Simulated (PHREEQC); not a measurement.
0.029 g of hydrous ferric oxide (600 m²/g; 0.2 weak and 0.005 strong sites per Fe, Dzombak-Morel constants, diffuse double layer) in 1 kg of water with 0.01 mol/kgw of an inert sodium salt, at 25 °C; the pH is set by adding NaOH or the inert anion's acid. Oxygen alone is held at its pressure in air (log pO2 = -0.68). CO2 from the air is kept out. No solid was allowed to form.

The numbers come from PHREEQC with the ion-association model, wateq4f.dat.

Problem. Predict surface charge σ (C/m²), surface potential ψ (mV) at pH = 4.33, 6.33.

Solution. 
```tsv
pH	surface charge σ (C/m²)	surface potential ψ (mV)
4.33	0.178	175
6.33	0.036	95
```

The oxide is taken as insoluble; below pH 4 it would dissolve.
